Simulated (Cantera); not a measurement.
A Cantera script and its output.

```python
import numpy as np
import cantera as ct

gas = ct.Solution("h2o2.yaml")
gas.TPX = 1300, 13000, {'H2': 0.48, 'O2': 0.16, 'N2': 5.5}
reactor = ct.IdealGasConstPressureReactor(gas, energy="off", clone=False)
net = ct.ReactorNet([reactor])
net.rtol, net.atol = 1e-08, 1e-18
show = ['H2', 'O2', 'HO2', 'OH', 'H2O', 'H2O2', 'H']
times = np.geomspace(4e-06, 1, 13)

steps = ct.SolutionArray(gas, extra=["t"])
rows = []
print(f"{'t/s':>10s}{'T/K':>9s}{'P/Pa':>11s}" + "".join(f"{s:>11s}" for s in show))
for t in times:
    while net.time < t:
        t_next = net.step()
        steps.append(gas.state, t=t_next)
    rows.append([np.interp(t, steps.t, y) for y in (steps.T, steps.P, *steps(*show).X.T)])
    print(f"{t:10.3e}{rows[-1][0]:9.1f}{rows[-1][1]:11.4g}" + "".join(f"{x:11.3e}" for x in rows[-1][2:]))
rate = np.gradient(steps.T, steps.t)
print("integrator steps:", len(steps.t))
if steps.T.max() > steps.T[0] + 200:
    print(f"time of steepest temperature rise: {steps.t[rate.argmax()]:.4e} s")
gas.TPX = 1300, 13000, {'H2': 0.48, 'O2': 0.16, 'N2': 5.5}
gas.equilibrate("TP")
print(f"equilibrium (TP): T = {gas.T:.1f} K  " + "  ".join(f"{s} {gas[s].X[0]:.3e}" for s in show))
```

It prints:

```
       t/s      T/K       P/Pa         H2         O2        HO2         OH        H2O       H2O2          H
 4.000e-06   1300.0    1.3e+04  7.818e-02  2.606e-02  4.177e-10  6.110e-12  2.339e-12  1.158e-13  4.132e-10
 1.127e-05   1300.0    1.3e+04  7.818e-02  2.606e-02  1.177e-09  3.538e-11  4.056e-11  9.122e-13  1.172e-09
 3.175e-05   1300.0    1.3e+04  7.818e-02  2.606e-02  3.314e-09  1.722e-10  5.882e-10  7.100e-12  3.650e-09
 8.944e-05   1300.0    1.3e+04  7.818e-02  2.606e-02  9.348e-09  9.221e-10  8.318e-09  5.346e-11  1.620e-08
 2.520e-04   1300.0    1.3e+04  7.818e-02  2.606e-02  2.772e-08  1.397e-08  2.316e-07  3.758e-10  2.342e-07
 7.099e-04   1300.0    1.3e+04  7.785e-02  2.593e-02  9.421e-07  1.200e-05  2.210e-04  1.119e-08  1.992e-04
 2.000e-03   1300.0    1.3e+04  1.735e-02  2.723e-03  1.861e-07  1.132e-03  4.357e-02  4.836e-08  3.397e-02
 5.635e-03   1300.0    1.3e+04  1.863e-02  1.251e-03  8.933e-08  7.949e-04  4.849e-02  3.567e-08  2.322e-02
 1.587e-02   1300.0    1.3e+04  2.149e-02  2.448e-04  1.829e-08  3.780e-04  5.209e-02  1.600e-08  1.194e-02
 4.472e-02   1300.0    1.3e+04  2.441e-02  2.848e-05  2.254e-09  1.379e-04  5.315e-02  5.072e-09  4.853e-03
 1.260e-01   1300.0    1.3e+04  2.587e-02  3.295e-06  2.905e-10  4.832e-05  5.340e-02  1.472e-09  1.793e-03
 3.550e-01   1300.0    1.3e+04  2.643e-02  4.005e-07  4.159e-11  1.703e-05  5.348e-02  3.689e-10  6.448e-04
 1.000e+00   1300.0    1.3e+04  2.664e-02  4.988e-08  6.062e-12  6.029e-06  5.350e-02  7.295e-11  2.299e-04
integrator steps: 1628
equilibrium (TP): T = 1300.0 K  H2 2.676e-02  O2 2.349e-13  HO2 1.789e-17  OH 1.319e-08  H2O 5.351e-02  H2O2 5.128e-16  H 5.052e-07
```

Model: the H2/O2 subset of GRI-Mech 3.0, which has no nitrogen chemistry, integrated in Cantera. The temperature is held fixed by assumption; the heat of reaction is taken as removed at once.
